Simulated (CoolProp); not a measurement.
A closed Brayton cycle with nitrogen: compressor inlet 321.15 K and 2.6 MPa, high pressure 5.21 MPa, turbine inlet 855 K, compressor efficiency 0.85, turbine efficiency 0.93, recuperator effectiveness 0.8 (on enthalpy, no pinch check). Each further row changes one setting.

The numbers come from the reference Helmholtz-energy equation of state, Span 2000 in CoolProp.

| case | thermal efficiency (%) | net work (kJ/kg) | compressor to turbine work | compressor exit (K) | turbine exit (K) |
|---|---|---|---|---|---|
| as stated | 29.2 | 65.1 | 0.57 | 404.7 | 720.9 |
| turbine inlet 805 K | ___ | 56.1 | 0.61 | 404.7 | 677.5 |
| compressor inlet 331.15 K | ___ | 62.3 | 0.59 | ___ | 720.9 |
| high pressure 4.43 MPa | ___ | ___ | 0.55 | ___ | 750.4 |
| recuperator effectiveness 0.5 | 20.0 | 65.1 | 0.57 | 404.7 | 720.9 |

Question: Fill in the missing entries.

Answer: 
- turbine inlet 805 K, thermal efficiency (%): 27.5
- compressor inlet 331.15 K, thermal efficiency (%): 28.3
- compressor inlet 331.15 K, compressor exit (K): 417.2
- high pressure 4.43 MPa, thermal efficiency (%): 26.9
- high pressure 4.43 MPa, net work (kJ/kg): 53.9
- high pressure 4.43 MPa, compressor exit (K): 383.7
